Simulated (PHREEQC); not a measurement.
Dissolve 0.19 mol KH2PO4 and 0.041 mol Na2CO3 per kg of water at 10 °C. Closed to the air; pH follows from the charge balance.

Equilibrium calculation in PHREEQC: ion-association model, wateq4f.dat.

```csv
quantity,before,after
pH,6.40,6.77
KHPO4- (mol/kgw),0.00462,1.57e-6
H3PO4 (mol/kgw),4.28e-6,2.68e-8
```

Problem. What was changed between the two runs?
A. Na2CO3 left out
B. temperature from 10 to 60 °C
C. temperature from 10 to 5 °C
D. temperature from 10 to 20 °C
E. diluted 100-fold with water

Solution. E, diluted 100-fold with water

Precipitation was switched off in this run. H3PO4, which wateq4f.dat lacks, is added to it with the constant of phreeqc.dat. Away from 25 °C the constants follow the database's enthalpies or fits; those with neither stay at their 25 °C values.
